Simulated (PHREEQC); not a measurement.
# Acid mine or pickling water (model solution)

Model water analysis in mg/L, 25 °C, pH 3.61, pe 11:

```tsv
constituent	mg/L
Na	328
K	891
Ca	115
Mg	70
Cl	473
S(6) as SO4	1680
Mn(2)	4.63
B	0.062
Fe(3)	10.4
Li	3.33
```

Valence states are taken as typed.

Model: ion-association model, phreeqc.dat, run in PHREEQC.

This is a speciation only: nothing precipitates in the calculation.

Task: Estimate the ionic strength.

Result: ionic strength 0.0612 mol/kgw.

Task: In which forms is Ca present?

Result: Ca+2 68 %, CaSO4 32 % of the Ca.

Saturation is exceeded, for instance for Jarosite-K, Hematite (slow to form); the values hold only as long as no solid forms. Species that the database lacks are ignored.
